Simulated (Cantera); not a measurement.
An isothermal plug-flow reactor at 1048 K and 0.671 atm (inlet), inlet velocity 0.25 m/s, active area per volume 1300 1/m; feed 0.353 % CH4, 12.5 % O2, 82.1 % N2, 5.09 % H2O, equivalence ratio 0.057.

Cantera simulation using Deutschmann's 1995 Pt surface mechanism with GRI-Mech 3.0 gas chemistry; the numbers are that mechanism's predictions, not measurements. Catalytic surfaces can have several steady states; this one follows from the mechanism file's or the stated starting coverage. Mass transfer to the wall is taken as infinitely fast.

One state of this run: x CH4 = 8.36e-8; x O2 = 0.118; x H2O = 0.0579; x CO2 = 0.00349; x CO = 6.30e-9; θ free Pt = 0.261; θ O* = 0.736; θ OH* = 0.00333. x: gas mole fraction; θ: surface coverage.

Which value of z (m) does it belong to?
A) 0.015
B) 0.0041
C) 0.0011
D) 0.0003

A, 0.015
